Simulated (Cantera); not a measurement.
Input: 1 mol CH4, 0.18 mol CO2, equilibrated at 950 K and 1330 Pa.

Method: chemical equilibrium by Gibbs-energy minimisation in Cantera with the NASA 1993 tables (ideal gas, pure condensed phases). Candidate condensed phases: C, C6H6, C7H8, C8H18, H2O; 110 gas species. Rates play no part.

Base state: H2 0.846, CO 0.151, CH4 0.00160, H2O 0.00159, CO2 0.000505 (mole fractions); condensed: C(graphite).

Task: What changes in the equilibrium state with this change: temperature from 950 K to 1575 K?

Result: 
```
species             before     after
----------------  --------  --------
H2                   0.846     0.847
CO                   0.151     0.153
H                  4.43e-9  0.000331
H2O                0.00159   1.77e-6
CH4                0.00160   1.74e-5
C2H2 (acetylene)     <1e-9   1.79e-5
CO2               0.000505   1.10e-7
C(graphite), mol     0.821     0.820
```

Task: What changes in the equilibrium state with this change: temperature from 950 K to 1198.15 K?

Result: 
```json
[
 {"species": "H2", "before": "0.846", "after": "0.847"},
 {"species": "CO", "before": "0.151", "after": "0.153"},
 {"species": "CH4", "before": "0.00160", "after": "0.000153"},
 {"species": "H2O", "before": "0.00159", "after": "4.57e-5"},
 {"species": "CO2", "before": "0.000505", "after": "6.02e-6"},
 {"species": "C(graphite), mol", "before": "0.821", "after": "0.820"}
]
```

Task: What changes in the equilibrium state with this change: temperature from 950 K to 500 K?

Result: 
```csv
species,before,after
CH4,0.00160,0.591
H2O,0.00159,0.266
H2,0.846,0.133
CO,0.151,3.38e-5
CO2,0.000505,0.00927
"C(graphite), mol",0.821,0.421
```
